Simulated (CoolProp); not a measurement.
Saturation properties of dodecamethylpentasiloxane (MD3M) (Tc = 628.0 K, pc = 954.0 kPa, ω = 0.730).

Computed with CoolProp (reference Helmholtz-energy equation of state, Thol 2019).

```tsv
T (K)	p (kPa)	enthalpy of vaporisation (kJ/kg)	liquid cp (kJ/(kg K))	vapour Z
497.9	…	112.3	2.147	…
506.5	109.7	…	2.167	0.8858
515	132.4	105.8	2.188	0.8695
523.5	158.6	…	2.209	0.8515
532	188.7	98.70	2.232	…
540.5	223.1	94.92	2.256	0.8103
549	262.1	90.92	2.282	0.7868
557.5	306.3	86.67	2.310	0.7610
566	…	82.12	2.342	0.7327
```

Question: Fill in the missing entries.

Answer: 
- 497.9, p (kPa): 89.92
- 497.9, vapour Z: 0.9009
- 506.5, enthalpy of vaporisation (kJ/kg): 109.1
- 523.5, enthalpy of vaporisation (kJ/kg): 102.3
- 532, vapour Z: 0.8319
- 566, p (kPa): 356.1

It boils at 503.0 K under 1 atm.
